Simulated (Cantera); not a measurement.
An isothermal, constant-pressure homogeneous reactor starts with H2 : O2 = 0.11 : 1 (molar parts), equivalence ratio 0.055, at 1323 K and 0.0133 bar.

Model: the H2/O2 subset of GRI-Mech 3.0, which has no nitrogen chemistry, integrated in Cantera. Radical loss at walls, strong at low pressure, is not modelled. The temperature is held fixed by assumption; the heat of reaction is taken as removed at once.

x: mole fraction; the columns are a selection and need not sum to one.

| t (s) | x H2 | x O2 | x OH | x O | x H2O2 |
|---|---|---|---|---|---|
| 9.00e-5 | 0.0991 | 0.901 | 4.62e-8 | 5.85e-8 | 5.79e-11 |
| 0.000239 | 0.0991 | 0.901 | 6.28e-7 | 8.43e-7 | 4.03e-10 |
| 0.000637 | 0.0981 | 0.900 | 0.000288 | 0.000389 | … |
| 0.00169 | 0.00317 | 0.828 | 0.00892 | 0.0574 | 1.38e-7 |
| 0.00451 | 0.00268 | 0.833 | 0.00833 | 0.0536 | 1.32e-7 |
| 0.0120 | 0.00221 | 0.846 | 0.00761 | 0.0427 | 1.34e-7 |
| 0.0319 | 0.00132 | 0.868 | 0.00596 | 0.0243 | 1.30e-7 |
| 0.0849 | 0.000436 | 0.886 | 0.00345 | 0.00772 | … |
| 0.226 | 8.40e-5 | 0.894 | 0.00152 | 0.00147 | … |
| 0.600 | 1.46e-5 | 0.895 | 0.000636 | 0.000255 | … |
| 1.60 | 2.97e-6 | 0.896 | 0.000288 | 5.20e-5 | … |
| 4.25 | 7.44e-7 | 0.896 | 0.000144 | 1.31e-5 | … |
| 11.3 | 2.39e-7 | 0.896 | 8.18e-5 | 4.21e-6 | … |
| 30.1 | 1.32e-7 | 0.896 | 6.09e-5 | 2.33e-6 | 7.68e-10 |
| 80.0 | 1.25e-7 | 0.896 | 5.91e-5 | 2.20e-6 | 7.43e-10 |

### Question
Fill in the missing entries.

### Answer

- 0.000637, x H2O2: 3.57e-9
- 0.0849, x H2O2: 9.74e-8
- 0.226, x H2O2: 4.91e-8
- 0.600, x H2O2: 1.93e-8
- 1.60, x H2O2: 7.07e-9
- 4.25, x H2O2: 2.61e-9
- 11.3, x H2O2: 1.13e-9
